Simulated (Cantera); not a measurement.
A closed system holds: 1 mol PbO, 4.8 mol CH4, 2 mol N2, held at 1 atm.

These are equilibrium values from Cantera (NASA tables, ideal gas, pure condensed phases), not measurements of a reactor. Candidate condensed phases: C, C6H6, C7H8, C8H18, H2O, Pb, PbO, PbO2, Pb3O4; 139 gas species. Rates play no part.

**Question.** What share of the Pb ends up in condensed phases as a function of T (K), at 973, 1048, 1123, 1198, 1273, 1348, 1423, 1498, 1573, 1648, 1723, 1798?

**Answer.** 
```json
[
 {"T (K)": "973", "Pb condensed (%)": "100.0", "as": "Pb(l)"},
 {"T (K)": "1048", "Pb condensed (%)": "99.9", "as": "Pb(l)"},
 {"T (K)": "1123", "Pb condensed (%)": "99.8", "as": "Pb(l)"},
 {"T (K)": "1198", "Pb condensed (%)": "99.2", "as": "Pb(l)"},
 {"T (K)": "1273", "Pb condensed (%)": "97.7", "as": "Pb(l)"},
 {"T (K)": "1348", "Pb condensed (%)": "94.1", "as": "Pb(l)"},
 {"T (K)": "1423", "Pb condensed (%)": "85.9", "as": "Pb(l)"},
 {"T (K)": "1498", "Pb condensed (%)": "69.3", "as": "Pb(l)"},
 {"T (K)": "1573", "Pb condensed (%)": "37.3", "as": "Pb(l)"},
 {"T (K)": "1648", "Pb condensed (%)": "0.0", "as": "-"},
 {"T (K)": "1723", "Pb condensed (%)": "0.0", "as": "-"},
 {"T (K)": "1798", "Pb condensed (%)": "0.0", "as": "-"}
]
```
